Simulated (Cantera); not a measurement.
Input: 1 mol BN, 16 mol F2, equilibrated at 1675 K and 0.0308 Torr.

Method: chemical equilibrium by Gibbs-energy minimisation in Cantera with the NASA 1993 tables (ideal gas, pure condensed phases). Candidate condensed phases: B, BN; 13 gas species. Equilibrium is a limit: real reactors are often held back by kinetics, nucleation or transport.

Base state: F 0.951, BF3 0.0328, N2 0.0164 (mole fractions); condensed: gas only.

Question: What changes in the equilibrium state with this change: temperature from 1675 K to 775 K?

Answer: 
```
species   before    after
-------  -------  -------
F          0.951    0.544
F2       1.23e-6    0.388
BF3       0.0328   0.0455
N2        0.0164   0.0227
NF3        <1e-9  5.70e-5
```
